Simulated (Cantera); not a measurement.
An adiabatic, constant-pressure homogeneous reactor starts with 9.85 % CH₃OH, 18.9 % O₂, 71.2 % N₂, equivalence ratio 0.78, at 1525 K and 4.93 atm.

Detailed kinetics in Cantera: GRI-Mech 3.0 (53 species, 325 reactions). GRI-Mech 3.0 was tuned for natural gas; its chemistry of methanol as a main component is partial and can be far from experiment.

Question: Predict: time of steepest temperature rise; temperature at 0.100 s; equilibrium temperature; x(O₂) at 0.100 s; x(HO₂) at 0.100 s; x(H₂) at 0.100 s; x(OH) at 0.100 s.

Answer: 
- time of steepest temperature rise = 47.9 µs
- temperature at 0.100 s = 2742 K
- equilibrium temperature = 2742 K
- x(O₂) at 0.100 s = 0.0394 (gas-phase equilibrium 0.0394)
- x(HO₂) at 0.100 s = 1.40e-5 (gas-phase equilibrium 1.40e-5)
- x(H₂) at 0.100 s = 0.00660 (gas-phase equilibrium 0.00660)
- x(OH) at 0.100 s = 0.0165 (gas-phase equilibrium 0.0165)
